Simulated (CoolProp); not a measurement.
R1132(E) along the isobar 1.09 MPa: fugacity coefficient from the reference equation and from simpler models built on Tc = 348.8 K, pc = 5.174 MPa, ω = 0.245; each cubic takes its own stable root.

Model: reference Helmholtz-energy equation of state, Akasaka 2024, in CoolProp.

| T (K) | phase | reference | van der Waals | Redlich-Kwong | Soave-Redlich-Kwong | Peng-Robinson |
|---|---|---|---|---|---|---|
| 296.1 | gas | 0.8736 | 0.9079 | 0.8871 | 0.8804 | 0.8722 |
| 306.5 | gas | 0.8877 | 0.9151 | 0.8976 | 0.8925 | 0.8845 |
| 316.9 | gas | 0.8997 | 0.9216 | 0.9068 | 0.9032 | 0.8953 |
| 327.3 | gas | 0.9101 | 0.9274 | 0.9149 | 0.9127 | 0.9049 |
| 337.7 | gas | 0.9192 | 0.9327 | 0.9222 | 0.9211 | 0.9135 |
| 348.1 | gas | 0.9271 | 0.9374 | 0.9287 | 0.9286 | 0.9212 |
| 358.4 | gas | 0.9341 | 0.9417 | 0.9345 | 0.9353 | 0.9280 |
| 368.8 | gas | 0.9403 | 0.9457 | 0.9397 | 0.9413 | 0.9342 |
| 379.2 | gas | 0.9458 | 0.9493 | 0.9444 | 0.9468 | 0.9398 |
| 389.6 | gas | 0.9508 | 0.9526 | 0.9487 | 0.9517 | 0.9449 |
| 400 | gas | 0.9552 | 0.9556 | 0.9526 | 0.9561 | 0.9495 |
